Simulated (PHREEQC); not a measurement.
Acid rinse or clean

Solution (25 °C): 2.3 mmol/kgw HBr, 13 mmol/kgw CaCl2 and 40 mmol/kgw CuCl2. Closed to the air; pH follows from the charge balance.

Equilibrium calculation in PHREEQC: ion-association model, phreeqc.dat.

Precipitation was switched off in this run.

Question: What pH does the model give?

Answer: pH 2.73.

Question: In which forms is Cu present?

Answer: Cu+2 91 %, CuCl+ 8.8 % of the Cu.

Complexes and solids missing from the database can't appear.
